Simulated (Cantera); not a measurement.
An isothermal, constant-pressure homogeneous reactor starts with 16.0 % H2, 84.0 % O2, at 1450 K and 0.0133 bar.

Model: the H2/O2 subset of GRI-Mech 3.0, which has no nitrogen chemistry, integrated in Cantera. Radical loss at walls, strong at low pressure, is not modelled. The temperature is held fixed by assumption; the heat of reaction is taken as removed at once.

x: mole fraction; the columns are a selection and need not sum to one.

```csv
t (s),x H2,x O2,x O,x H2O,x H,x OH
0.000100,0.160,0.840,1.30e-6,2.15e-6,1.47e-6,1.10e-6
0.000340,0.156,0.838,[?],[?],[?],[?]
0.00115,0.00685,0.729,0.0835,0.126,0.0380,0.0169
0.00391,0.00640,0.737,0.0765,0.130,0.0335,0.0164
0.0133,[?],0.760,[?],[?],[?],[?]
0.0451,0.00213,0.800,0.0224,0.160,0.00542,0.00985
0.153,0.000323,0.822,0.00328,0.171,0.000305,0.00388
0.520,3.57e-5,0.826,0.000360,0.173,1.11e-5,0.00130
1.77,5.44e-6,0.826,5.49e-5,0.173,6.62e-7,0.000507
6.00,1.76e-6,0.826,1.78e-5,0.173,1.22e-7,0.000288
```

Task: Some entries are withheld; supply them.

Result: 
- 0.000340, x O: 0.00108
- 0.000340, x H2O: 0.00223
- 0.000340, x H: 0.00116
- 0.000340, x OH: 0.000897
- 0.0133, x H2: 0.00501
- 0.0133, x O: 0.0567
- 0.0133, x H2O: 0.141
- 0.0133, x H: 0.0216
- 0.0133, x OH: 0.0148
